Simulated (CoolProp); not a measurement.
Vapour-liquid equilibrium of dimethyl carbonate (1) + n-heptane (2) at 350.3 K; x and y are mole fractions of (1).

The numbers come from the multi-fluid Helmholtz-energy mixture model, Zhou 2011 and Span 2003; pair parameters Bell 2016 in CoolProp.

Question: Give the bubble pressure and the first vapour's composition at x = 0.05, 0.35, 0.65. Is there an azeotrope?

Answer: x = 0.05: 60.78 kPa, y = 0.182; x = 0.35: 84.01 kPa, y = 0.525; x = 0.65: 86.65 kPa, y = 0.615. y crosses x between x = 0.5 and 0.65: the model has an azeotrope there.

Pair parameters are fitted to limited data, so mixtures are less certain than the pure fluids.
